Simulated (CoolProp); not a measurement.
The fluid at 293.15 K and 0.677 MPa flows at 2.2 m/s in a round tube of 6 mm bore and 15 µm roughness, fully developed (64/Re and Nu = 3.66 if laminar; Colebrook and Gnielinski if turbulent). The same conditions are run with several fluids, on thermodynamics alone (safety and materials aside).

The numbers come from the reference Helmholtz-energy equation of state of each fluid (CF4 (R14): Platzer 1990; ethane: Bücker 2006; nitrogen: Span 2000; dry air: Lemmon 2000; R410A: Lemmon 2003) in CoolProp. The equations of Platzer and Polt are older, rougher fits. Blends and air are pseudo-pure fits.

| fluid | Reynolds number | Darcy friction factor | pressure drop (Pa/m) | heat-transfer coefficient (W/(m² K)) | mass flow (kg/h) |
|---|---|---|---|---|---|
| CF4 (R14) | 19200 | (withheld) | 312 | 163 | (withheld) |
| ethane | (withheld) | (withheld) | 118 | 151 | (withheld) |
| nitrogen | 5830 | 0.0387 | (withheld) | 87.1 | 1.75 |
| dry air | 5820 | 0.0387 | 126 | 87.8 | (withheld) |
| R410A | 23000 | 0.0301 | 272 | 178 | (withheld) |

Q: Fill in the missing entries.

A: 
- CF4 (R14), Darcy friction factor: 0.0308
- CF4 (R14), mass flow (kg/h): 5.62
- ethane, Reynolds number: 12500
- ethane, Darcy friction factor: 0.0331
- ethane, mass flow (kg/h): 1.98
- nitrogen, pressure drop (Pa/m): 122
- dry air, mass flow (kg/h): 1.81
- R410A, mass flow (kg/h): 5.02

Transport values come from each fluid's own correlations; those of CF4 (R14) are estimates that may be off by 10 % or more.
